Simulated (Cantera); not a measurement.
A freely propagating, adiabatic, planar premixed flame of C3H8 : O2 : N2 = 1 : 3.85 : 18.1 (molar parts), equivalence ratio 1.3, unburnt at 423 K and 0.360 bar; mixture-averaged transport, grid criteria slope 0.08 and curve 0.16, no radiation.

Cantera simulation using GRI-Mech 3.0 (53 species, 325 reactions); the numbers are that mechanism's predictions, not measurements. GRI-Mech 3.0 was tuned for natural gas; its chemistry of propane as a main component is partial and can be far from experiment. Burning velocities carry a grid error of a few per cent, more on coarse grids.

Task: Predict: laminar burning velocity; thermal thickness; peak x(H2); peak x(HO2); peak x(O); peak x(CH3).

Result: 
```
Item                          Value
------------------------  ---------
laminar burning velocity  62.4 cm/s
thermal thickness          0.954 mm
peak x(H2)                   0.0378
peak x(HO2)                0.000154
peak x(O)                   0.00119
peak x(CH3)                 0.00274
```
